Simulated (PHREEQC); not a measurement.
Make-up at 20 °C: 0.15 mol/kgw ZnSO4 and 0.18 mol/kgw H2SO4. It is in equilibrium with CO2 at log p = -3.4 (atm). Otherwise closed; pH follows from the charge balance.

Equilibrium calculation in PHREEQC: ion-association model, wateq4f.dat.

```json
[
 {"quantity": "pH", "before": "0.89", "after": "5.59"},
 {"quantity": "ionic strength (mol/kgw)", "before": "0.492", "after": "0.650"},
 {"quantity": "HSO4- (mol/kgw)", "before": "0.192", "after": "9.17e-6"},
 {"quantity": "Zn+2 (mol/kgw)", "before": "0.0837", "after": "0.0469"},
 {"quantity": "SO4-2 (mol/kgw)", "before": "0.0543", "after": "0.141"},
 {"quantity": "ZnSO4 (mol/kgw)", "before": "0.0485", "after": "0.0562"},
 {"quantity": "SI of Goslarite (ZnSO4:7H2O)", "before": "-1.65", "after": "-1.57"},
 {"quantity": "SI of Zincite(c) (ZnO)", "before": "-11.31", "after": "-2.20"}
]
```

Q: Name the change that produced these shifts.
(A) temperature from 20 to 80 °C
(B) H2SO4 from 0.18 to 0.018 mol/kgw
(C) temperature from 20 to 85 °C
(D) H2SO4 replaced by Li2SO4 at the same molality
(E) diluted 5-fold with water

A: D, H2SO4 replaced by Li2SO4 at the same molality

This is a speciation only: nothing precipitates in the calculation.
